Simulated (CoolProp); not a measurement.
Saturated liquid density (kg/m³) of ethane: the reference equation beside estimates from Tc = 32.2 °C, pc = 4.872 MPa, ω = 0.099.

Computed with CoolProp (reference Helmholtz-energy equation of state, Bücker 2006).

| T (°C) | reference | van der Waals | Redlich-Kwong | Peng-Robinson |
|---|---|---|---|---|
| -79.35 | 532.1 | 347.1 | 508.7 | 578.2 |
| -74.65 | 526.0 | 343.1 | 501.7 | 571.0 |
| -70.05 | 519.8 | 339.1 | 494.7 | 563.7 |
| -65.45 | 513.6 | 335.0 | 487.4 | 556.1 |
| -60.85 | 507.3 | 330.7 | 479.9 | 548.3 |
| -56.15 | 500.6 | 326.3 | 472.0 | 539.9 |
| -51.55 | 493.9 | 321.8 | 464.0 | 531.4 |
| -46.95 | 487.1 | 317.2 | 455.8 | 522.5 |
| -42.35 | 480.1 | 312.4 | 447.2 | 513.2 |
| -37.65 | 472.6 | 307.4 | 438.2 | 503.3 |
| -33.05 | 465.1 | 302.2 | 428.9 | 493.2 |
| -28.45 | 457.4 | 296.9 | 419.3 | 482.6 |
| -23.75 | 449.1 | 291.2 | 409.1 | 471.1 |
| -19.15 | 440.7 | 285.4 | 398.7 | 459.3 |
| -14.55 | 431.9 | 279.4 | 387.7 | 446.8 |

Absolute difference from the reference over all 15 rows, mean and median: van der Waals 34.9 and 34.9 %, Redlich-Kwong 6.8 and 6.4 %, Peng-Robinson 6.8 and 7.3 %.
